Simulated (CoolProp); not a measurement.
Octamethylcyclotetrasiloxane (D4) at several states: density (kg/m³) from the reference equation and from simpler models built on Tc = 586.5 K, pc = 1347 kPa, ω = 0.598; each cubic takes its own stable root.

Model: reference Helmholtz-energy equation of state, Thol 2015, in CoolProp.

| T (K) | p (kPa) | phase | reference |
|---|---|---|---|
| 427.5 | 36.5 | gas | 3.146 |
| 313.4 | 2080 | liquid | 936.6 |
| 399.7 | 59.2 | liquid | 830.6 |
| 508 | 14.1 | gas | 0.9965 |

How far does each simpler model (van der Waals, Redlich-Kwong, Peng-Robinson) lie from the reference over these 4 states: mean and median of the absolute difference, and the worst?


- van der Waals: mean 35.9 %, median 22.0 %, worst -99.3 % at 399.7 K and 59.2 kPa
- Redlich-Kwong: mean 29.0 %, median 8.3 %, worst -99.3 % at 399.7 K and 59.2 kPa
- Peng-Robinson: mean 0.7 %, median 0.2 %, worst +2.4 % at 399.7 K and 59.2 kPa

At some of these states van der Waals, Redlich-Kwong gives the other phase, because its saturation line lies elsewhere.
